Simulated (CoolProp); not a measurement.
A simple Rankine cycle with water: condensing at 311.15 K, boiler at 0.287 MPa, turbine inlet 407.2 K, turbine efficiency 0.65, pump efficiency 0.7, no recuperator. Each further row changes one setting.

Model: reference Helmholtz-energy equation of state, Wagner 2002, in CoolProp.

| case | thermal efficiency (%) | net work (kJ/kg) | heat in (kJ/kg) | turbine exit temperature (K) | volume ratio over the turbine |
|---|---|---|---|---|---|
| as stated | 14.0 | 360 | 2570 | 311.2 | 31.1 |
| turbine inlet 427.2 K | 14.1 | 367 | 2610 | 311.2 | 30.0 |
| condensing temperature 303.15 K | 15.1 | 394 | 2600 | 303.1 | 47.0 |
| boiler pressure 0.201 MPa | 12.8 | 329 | 2580 | 311.2 | 22.0 |
| turbine efficiency 0.55 | 11.9 | 305 | 2570 | 311.2 | 31.9 |

The expansion ends wet for: as stated; turbine inlet 427.2 K; condensing temperature 303.15 K; boiler pressure 0.201 MPa; turbine efficiency 0.55.
